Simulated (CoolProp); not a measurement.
R245ca along the isobar 10000 kPa: density (kg/m³) from the reference equation and from simpler models built on Tc = 174.4 °C, pc = 3941 kPa, ω = 0.355; each cubic takes its own stable root.

Computed with CoolProp (reference Helmholtz-energy equation of state, Zhou 2016).

| T (°C) | phase | reference | van der Waals | Redlich-Kwong | Soave-Redlich-Kwong | Peng-Robinson |
|---|---|---|---|---|---|---|
| 113.85 | liquid | 1187 | 783.4 | 1052 | 1092 | 1230 |
| 120.85 | liquid | 1166 | 774.2 | 1033 | 1070 | 1204 |
| 127.85 | liquid | 1145 | 764.8 | 1013 | 1047 | 1177 |
| 134.85 | liquid | 1124 | 755.2 | 992.5 | 1023 | 1149 |
| 141.85 | liquid | 1101 | 745.4 | 971.6 | 997.9 | 1120 |
| 148.85 | liquid | 1077 | 735.4 | 950.0 | 971.8 | 1089 |
| 155.85 | liquid | 1053 | 725.2 | 927.9 | 944.6 | 1057 |
| 162.85 | liquid | 1027 | 714.7 | 905.3 | 916.1 | 1023 |
| 169.85 | liquid | 999.9 | 703.9 | 882.0 | 886.5 | 988.1 |
| 176.85 | supercritical | 971.3 | 692.9 | 858.1 | 855.6 | 951.3 |
